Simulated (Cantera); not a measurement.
Gas mixture: C2H4 = 0.34 (molar parts), at 40.0 Pa, frozen composition.

Cantera's kinetic-theory transport with the Lennard-Jones parameters of GRI-Mech 3.0, ideal gas; thermal conductivity in the multicomponent form.

One state of this run: ρ (kg/m³) = 0.000193; cp (J/kg/K) = 2785; μ (µPa s) = 21.7; λ (mW/m/K) = 80.4; Pr = 0.750; D (cm²/s) NO = 1820; D (cm²/s) H2O = 2160; D (cm²/s) CH4 = 2010. D: mixture-averaged diffusion coefficient of that species in the mixture.

Q: Which value of T (K) does it belong to?
A) 800
B) 1000
C) 700
D) 400

A: C, 700
